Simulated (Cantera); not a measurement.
Charge: 1 mol Ti, 17 mol CO, at 1200 °C and 75.0 Torr.

Method: chemical equilibrium by Gibbs-energy minimisation in Cantera with the NASA 1993 tables (ideal gas, pure condensed phases). Candidate condensed phases: C, Ti, TiC, TiO, TiO2, Ti2O3, Ti3O5, Ti4O7; 15 gas species. Mutual solubility and eutectic melting of coexisting phases are not modelled. TiC: taken at fixed stoichiometry. Equilibrium is a limit: real reactors are often held back by kinetics, nucleation or transport.

Base state: CO 1.000, CO2 0.000120 (mole fractions); condensed: TiC(s) + Ti3O5(s).

Task: What changes in the equilibrium state with this change: temperature from 1200 °C to 1427 °C?

Result: 
```csv
species,before,after
CO,1.000,1.000
CO2,0.000120,0.000107
"TiC(s), mol",0.626,0.601
"Ti3O5(s), mol",0.125,0
"Ti2O3(s), mol",0,0.200
```
